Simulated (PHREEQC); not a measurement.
**Polishing slurry liquid: an equilibrium model**

A solution holds 0.013 mol/kgw K2CO3, 6.1e-05 mol/kgw H4SiO4 and 0.19 mol/kgw KH2PO4, at 20 °C. Closed to the air; pH follows from the charge balance.

Computed with PHREEQC (ion-association model, phreeqc.dat).

Each row changes one thing in this solution. This is a speciation only: nothing precipitates in the calculation.

```csv
case,pH,ionic strength (mol/kgw),H2PO4- (mol/kgw),HPO4-2 (mol/kgw),CO2 (mol/kgw),HCO3- (mol/kgw)
as made,5.88,0.234,0.168,0.0198,0.00900,0.00399
H4SiO4 left out,5.88,0.234,0.168,0.0198,0.00900,0.00399
temperature from 20 to 75 °C,5.73,0.234,0.168,0.0205,0.00943,0.00356
diluted 10-fold with water,6.12,0.0236,0.0169,0.00205,0.000798,0.000501
temperature from 20 to 60 °C,5.76,0.234,0.168,0.0201,0.00907,0.00392
```

Away from 25 °C the constants follow the database's enthalpies or fits; those with neither stay at their 25 °C values.
